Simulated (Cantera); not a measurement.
A perfectly stirred reactor is fed with CH3OH : O2 : N2 = 0.03 : 0.0036 : 1 (molar parts), at 7500 Torr; it is held at 1300 K, and followed from long to short residence time.

Cantera simulation using GRI-Mech 3.0 (53 species, 325 reactions); the numbers are that mechanism's predictions, not measurements. GRI-Mech 3.0 was tuned for natural gas; its chemistry of methanol as a main component is partial and can be far from experiment.

x: mole fraction; the columns are a selection and need not sum to one.

```
τ (s)     x CH3OH      x O2   x C2H4   x C2H2     x N2O   x C2H
-------  --------  --------  -------  -------  --------  ------
20        2.37e-6   4.52e-6  3.01e-7  2.13e-7  6.19e-11  <1e-12
6.4       3.77e-6   7.18e-6  2.06e-7  1.46e-7  1.21e-10  <1e-12
2.1             ?         ?  2.22e-7  1.57e-7  2.38e-10  <1e-12
0.68      1.40e-5   2.54e-5  3.02e-7  2.11e-7  4.82e-10  <1e-12
0.22      3.02e-5   5.02e-5  4.21e-7  2.88e-7  9.82e-10  <1e-12
0.072     7.09e-5   9.59e-5  5.00e-7  3.25e-7   2.01e-9  <1e-12
0.024    0.000204  0.000172  3.55e-7  1.99e-7   4.38e-9  <1e-12
0.0077   0.000781  0.000257  1.29e-7  4.87e-8   9.62e-9  <1e-12
0.0025    0.00204  0.000313  1.11e-7  2.54e-8   1.19e-8  <1e-12
0.00082   0.00432  0.000383  1.34e-7  1.85e-8   1.10e-8  <1e-12
0.00027         ?         ?  1.28e-7        ?         ?  <1e-12
```

Fill in the missing entries.


- 2.1, x CH3OH: 6.91e-6
- 2.1, x O2: 1.30e-5
- 0.00027, x CH3OH: 0.00845
- 0.00027, x O2: 0.000522
- 0.00027, x C2H2: 1.11e-8
- 0.00027, x N2O: 8.84e-9
